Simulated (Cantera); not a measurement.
# Low-pressure radical oxidation in H2/O2

A perfectly stirred reactor is fed with H2 : O2 : N2 = 0.13 : 1 : 0.35 (molar parts), equivalence ratio 0.065, at 0.00760 atm; it is held at 1425 K, and followed from long to short residence time.

Computed with Cantera and GRI-Mech 3.0 (53 species, 325 reactions). Radical loss at walls, strong at low pressure, is not modelled. The temperature is held fixed by assumption; the heat of reaction is taken as removed at once.

| τ (s) | x H2 | x O2 | x H2O2 | x NO2 | x H |
|---|---|---|---|---|---|
| 6.0 | 0.000267 | 0.656 | 2.10e-8 | 2.62e-11 | 0.000375 |
| 2.7 | 0.000440 | 0.654 | 2.63e-8 | 2.05e-11 | 0.000804 |
| 1.3 | 0.000682 | 0.650 | 3.15e-8 | 1.79e-11 | 0.00157 |
| 0.57 | 0.00108 | 0.644 | 3.72e-8 | 1.60e-11 | 0.00317 |
| 0.26 | 0.00157 | 0.637 | 4.15e-8 | 1.39e-11 | 0.00569 |
| 0.12 | 0.00212 | 0.629 | 4.44e-8 | 1.08e-11 | 0.00898 |
| 0.055 | 0.00267 | 0.621 | 4.59e-8 | 7.13e-12 | 0.0124 |
| 0.025 | 0.00326 | 0.616 | 4.71e-8 | 3.99e-12 | 0.0151 |
| 0.011 | 0.00412 | 0.614 | 4.89e-8 | 1.91e-12 | 0.0169 |
| 0.0052 | 0.00555 | 0.614 | 5.21e-8 | <1e-12 | 0.0180 |
x: mole fraction; the columns are a selection and need not sum to one.
